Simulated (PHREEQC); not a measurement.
A solution holds 0.017 mol HCl, 0.13 mol ZnSO4 and 0.00013 mol Na2SO4 per kg of water, at 25 °C. Closed to the air; pH follows from the charge balance.

All values are PHREEQC results (ion-association model, wateq4f.dat), not measurements.

No solid was allowed to form.

Task: Estimate the pH, ionic strength.

Result: pH 2.21; ionic strength 0.263 mol/kgw.

Task: In which forms is Zn present?

Result: Zn+2 50 %, ZnSO4 37 %, Zn(SO4)2-2 12 %, ZnCl+ 0.7 % of the Zn.

Complexes and solids missing from the database can't appear.
